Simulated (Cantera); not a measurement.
## Hydrocarbon pyrolysis for carbon deposition

An isothermal, constant-pressure homogeneous reactor starts with C2H6 : N2 = 1 : 76 (molar parts), at 1775 K and 0.000620 bar.

Model: GRI-Mech 3.0 (53 species, 325 reactions), integrated in Cantera. GRI-Mech 3.0 stops at C3 and has no aromatics, soot or wall deposition, so with more carbon than oxygen in the feed, carbon stays in small species such as C2H2 where larger ones or solid carbon would form. Radical loss at walls, strong at low pressure, is not modelled.

```tsv
t (s)	x C2H6	x H2	x H	x C2H	x HCN	x CH2	x CH3
1.00e-6	0.0130	<1e-12	1.48e-9	<1e-12	<1e-12	<1e-12	3.23e-6
3.16e-6	0.0130	8.30e-12	4.69e-9	<1e-12	<1e-12	<1e-12	1.02e-5
1.00e-5	0.0130	8.22e-11	1.49e-8	<1e-12	<1e-12	<1e-12	3.23e-5
3.16e-5	0.0129	8.25e-10	4.75e-8	<1e-12	<1e-12	2.42e-11	0.000102
0.000100	0.0128	8.61e-9	1.64e-7	<1e-12	<1e-12	9.03e-10	0.000321
0.000316	0.0125	1.22e-7	9.40e-7	<1e-12	<1e-12	3.12e-8	0.000999
0.00100	0.0114	4.23e-6	1.44e-5	<1e-12	1.14e-11	9.37e-7	0.00300
0.00316	0.00848	0.000226	0.000276	1.95e-10	3.01e-8	1.96e-5	0.00776
0.0100	0.00201	0.00410	0.00148	1.11e-6	6.07e-6	8.50e-5	0.0117
0.0316	6.13e-6	0.0154	0.00168	5.96e-6	3.85e-5	5.82e-5	0.00357
0.100	1.39e-7	0.0216	0.000856	3.42e-6	6.28e-5	1.76e-5	0.000852
0.316	2.75e-8	0.0234	0.000516	2.07e-6	7.59e-5	5.99e-6	0.000343
1.00	6.74e-9	0.0241	0.000361	1.44e-6	8.56e-5	2.25e-6	0.000160
3.16	1.69e-9	0.0246	0.000287	1.14e-6	9.42e-5	9.20e-7	7.73e-5
10.0	3.76e-10	0.0249	0.000271	1.07e-6	0.000104	4.18e-7	3.62e-5
```
x: mole fraction; the columns are a selection and need not sum to one.

Equilibrium at this temperature and pressure: C2H6 <1e-12, H2 0.0244, H 0.00183, C2H 8.46e-7, HCN 0.0224, CH2 7.80e-10, CH3 9.44e-9 (gas phase only).
